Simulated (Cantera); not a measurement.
Feed: 1 mol HCl, 0.85 mol O2, 10 mol H2, at 57.0 Pa.

Cantera equilibrium calculation (NASA polynomials, part measured and part estimated; ideal gas, pure solids and liquids). Candidate condensed phases: H2O; 14 gas species. Rates play no part.

x: gas mole fraction; nothing condenses.

| T (°C) | x H2 | x H | x H2O | x HCl | x Cl |
|---|---|---|---|---|---|
| 1427 | 0.750 | 0.00534 | 0.154 | 0.0901 | 0.000499 |
| 1477 | 0.747 | 0.00842 | 0.154 | 0.0897 | 0.000780 |
| 1527 | 0.743 | 0.0129 | 0.153 | 0.0891 | 0.00119 |
| 1577 | 0.738 | 0.0194 | 0.153 | 0.0882 | 0.00176 |
| 1627 | 0.730 | 0.0284 | 0.152 | 0.0869 | 0.00255 |
| 1677 | 0.719 | 0.0407 | 0.150 | 0.0852 | 0.00362 |
| 1727 | 0.705 | [?] | 0.148 | 0.0830 | [?] |
| 1777 | 0.687 | 0.0787 | 0.146 | 0.0801 | 0.00680 |
| 1827 | 0.663 | 0.106 | 0.142 | 0.0765 | 0.00902 |
| 1877 | 0.633 | [?] | 0.138 | 0.0720 | [?] |
| 1927 | 0.598 | 0.182 | 0.132 | 0.0668 | 0.0148 |

Task: What belongs in the gaps?

Result: 
- 1877, x H: 0.141
- 1877, x Cl: 0.0117
- 1727, x H: 0.0572
- 1727, x Cl: 0.00501
